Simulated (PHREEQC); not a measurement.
Solution (25 °C): 0.046 mol/kgw HF and 0.034 mol/kgw (CH3)4NF. It is in equilibrium with CO2 at log p = -3.5 (atm). Otherwise closed; pH follows from the charge balance.

Equilibrium calculation in PHREEQC: ion-association model, wateq4f.dat.

| quantity | before | after |
|---|---|---|
| pH | 3.04 | 3.42 |
| ionic strength (mol/kgw) | 0.0350 | 0.0805 |
| HF (mol/kgw) | 0.0346 | 0.0315 |
| F- (mol/kgw) | 0.0309 | 0.0717 |
| HF2- (mol/kgw) | 0.00413 | 0.00881 |
| H2F2 (mol/kgw) | 0.00314 | 0.00263 |

Problem. What was changed between the two runs?
A. HF replaced by NH4HF2 at the same molality
B. (CH3)4NF from 0.034 to 0.0306 mol/kgw
C. HF from 0.046 to 0.46 mol/kgw
D. (CH3)4NF from 0.034 to 0.17 mol/kgw
E. temperature from 25 to 50 °C

Solution. A, HF replaced by NH4HF2 at the same molality

No solid was allowed to form. (CH3)4N+ isn't in the database: it is added as a free cation with an ion size of 4 Å.
